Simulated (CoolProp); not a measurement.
Vapour-liquid equilibrium of dimethyl ether (1) + isobutane (2) at 191.9 K; x and y are mole fractions of (1).

Computed with CoolProp (multi-fluid Helmholtz-energy mixture model, Wu 2011 and Bücker 2006; pair parameters Bell 2016).

Task: Give the bubble pressure and the first vapour's composition at x = 0.65, 0.8, 0.95. Is there an azeotrope?

Result: x = 0.65: 0.003795 MPa, y = 0.715; x = 0.8: 0.003838 MPa, y = 0.796; x = 0.95: 0.003742 MPa, y = 0.930. y crosses x between x = 0.725 and 0.8: the model has an azeotrope there.

Pair parameters are fitted to limited data, so mixtures are less certain than the pure fluids.
